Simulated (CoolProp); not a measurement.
Computed with CoolProp (reference Helmholtz-energy equation of state, Lemmon 2006). It is a short technical equation, of lower accuracy than the large ones.

Question: For CH3F (R41), give the phase and the Z, speed of sound (m/s), isothermal compressibility (1/MPa), expansivity (1/kK) at 264.8 K and 28500 kPa; 320.6 K and 28500 kPa; 362.5 K and 28500 kPa.

Answer: 
- 264.8 K and 28500 kPa: liquid; Z 0.562, speed of sound 933, isothermal compressibility 0.00253, expansivity 2.55
- 320.6 K and 28500 kPa: supercritical; Z 0.548, speed of sound 702, isothermal compressibility 0.00571, expansivity 3.51
- 362.5 K and 28500 kPa: supercritical; Z 0.573, speed of sound 559, isothermal compressibility 0.0111, expansivity 4.51
